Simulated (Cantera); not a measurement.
Mg(OH)2 + CO2 (calcination and drying)

Feed: 1 mol Mg(OH)2, 1.6 mol CO2, at 925 K and 18.0 mbar.

Equilibrium computed with Cantera from the NASA thermochemical tables; the gas is ideal and each condensed phase is pure. Candidate condensed phases: C, C6H6, C7H8, C8H18, H2O, Mg, MgCO3, MgO, Mg(OH)2; 116 gas species. Rates play no part.

The x(CO2) is 0.615, the x(H2O) is 0.385 and the n(MgO(s)) is 1.00 mol. The gas amount is 2.600 mol, the log10 activity of MgCO3(s) (absent) is -4.28 and the log10 activity of C(graphite) (absent) comes out as -15.43. The log10 activity of Mg(l) (absent) is -23.89.
